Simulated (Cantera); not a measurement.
Cantera run:

```python
import numpy as np
import cantera as ct

gas_names = """
    C CN CO CO2 C2 CCN CNC C2N2 C2O C3 C3O2 C4 C4N2 C5 N NCO NO NO2 NO3 N2 N2O O O2 O3 Si SiC SiC2 SiN
    SiO SiO2 Si2 Si2C Si2N Si3
""".split()
cond_names = """
    C(gr) Si(cr) Si(L) SiC(b) SiO2(Lqz) SiO2(hqz) SiO2(L) Si2N2O(s) Si3N4(a)
""".split()


# ... load() reads the species with a 1 bar reference pressure and builds the phases ...
atoms = {
    'SiC': {'Si': 1, 'C': 1},
    'N2O': {'N': 2, 'O': 1},
    'N2': {'N': 2},
}
top_T = {'C(gr)': 4500, 'SiC(b)': 3050, 'Si2N2O(s)': 2100, 'Si3N4(a)': 2400}  # K; cautious upper limits of use, not melting points


# ... equilibrate(T, P, feed) seeds the gas with the atoms and calls Mixture.equilibrate('TP', solver="vcs", rtol=1e-11, max_steps=5000) ...
results = []
feed = {'SiC': 1, 'N2O': 4.4, 'N2': 5.1}  # mol
P = 10000  # Pa
for T in [1098, 1173, 1248, 1323, 1398, 1473, 1548, 1623, 1698, 1773, 1848, 1923, 1998]:
    mix = equilibrate(T, P, feed)
    results.append((T, P, feed, dict(zip(mix.species_names, mix.species_moles))))
    x = sorted(zip(gas.X, gas.species_names), reverse=True)
    print(f"T = {T:g} K  P = {P:g} Pa  gas = {mix.phase_moles(0):.4g} mol")
    print("   x: " + "  ".join(f"{s} {v:.3e}" for v, s in x if v > 1e-06))
    print("   condensed (mol): " + ("  ".join(f"{mix.phase(i).name} {mix.phase_moles(i):.4g}"
          for i in range(1, mix.n_phases) if mix.phase_moles(i) > 1e-12) or "none"))
```

Result:

```
T = 1098 K  P = 10000 Pa  gas = 10.7 mol
   x: N2 8.878e-01  CO2 9.346e-02  O2 1.868e-02  NO 2.642e-05
   condensed (mol): SiO2(hqz) 1
T = 1173 K  P = 10000 Pa  gas = 10.7 mol
   x: N2 8.878e-01  CO2 9.346e-02  O2 1.867e-02  NO 5.012e-05
   condensed (mol): SiO2(hqz) 1
T = 1248 K  P = 10000 Pa  gas = 10.7 mol
   x: N2 8.878e-01  CO2 9.346e-02  O2 1.865e-02  NO 8.800e-05
   condensed (mol): SiO2(hqz) 1
T = 1323 K  P = 10000 Pa  gas = 10.7 mol
   x: N2 8.878e-01  CO2 9.346e-02  O2 1.862e-02  NO 1.449e-04
   condensed (mol): SiO2(hqz) 1
T = 1398 K  P = 10000 Pa  gas = 10.7 mol
   x: N2 8.877e-01  CO2 9.346e-02  O2 1.858e-02  NO 2.262e-04  CO 2.054e-06
   condensed (mol): SiO2(hqz) 1
T = 1473 K  P = 10000 Pa  gas = 10.7 mol
   x: N2 8.877e-01  CO2 9.345e-02  O2 1.853e-02  NO 3.372e-04  CO 7.037e-06  O 1.201e-06
   condensed (mol): SiO2(hqz) 1
T = 1548 K  P = 10000 Pa  gas = 10.7 mol
   x: N2 8.876e-01  CO2 9.344e-02  O2 1.846e-02  NO 4.834e-04  CO 2.137e-05  O 3.278e-06
   condensed (mol): SiO2(hqz) 1
T = 1623 K  P = 10000 Pa  gas = 10.7 mol
   x: N2 8.875e-01  CO2 9.340e-02  O2 1.838e-02  NO 6.699e-04  CO 5.851e-05  O 8.154e-06
   condensed (mol): SiO2(hqz) 1
T = 1698 K  P = 10000 Pa  gas = 10.7 mol
   x: N2 8.873e-01  CO2 9.330e-02  O2 1.830e-02  NO 9.018e-04  CO 1.463e-04  O 1.872e-05
   condensed (mol): SiO2(L) 1
T = 1773 K  P = 10000 Pa  gas = 10.7 mol
   x: N2 8.871e-01  CO2 9.310e-02  O2 1.824e-02  NO 1.184e-03  CO 3.376e-04  O 4.010e-05
   condensed (mol): SiO2(L) 1
T = 1848 K  P = 10000 Pa  gas = 10.7 mol
   x: N2 8.867e-01  CO2 9.270e-02  O2 1.824e-02  NO 1.523e-03  CO 7.245e-04  O 8.090e-05
   condensed (mol): SiO2(L) 1
T = 1923 K  P = 10000 Pa  gas = 10.71 mol
   x: N2 8.862e-01  CO2 9.193e-02  O2 1.836e-02  NO 1.927e-03  CO 1.452e-03  O 1.551e-04
   condensed (mol): SiO2(L) 1
T = 1998 K  P = 10000 Pa  gas = 10.72 mol
   x: N2 8.853e-01  CO2 9.059e-02  O2 1.868e-02  CO 2.726e-03  NO 2.408e-03  O 2.848e-04  SiO 4.589e-06  SiO2 2.468e-06
   condensed (mol): SiO2(L) 0.9999
```

These are equilibrium values from Cantera (NASA tables, ideal gas, pure condensed phases), not measurements of a reactor. The tables hold silica as quartz up to 1696 K and as liquid above; real silica turns to tridymite and cristobalite and melts near 1996 K.
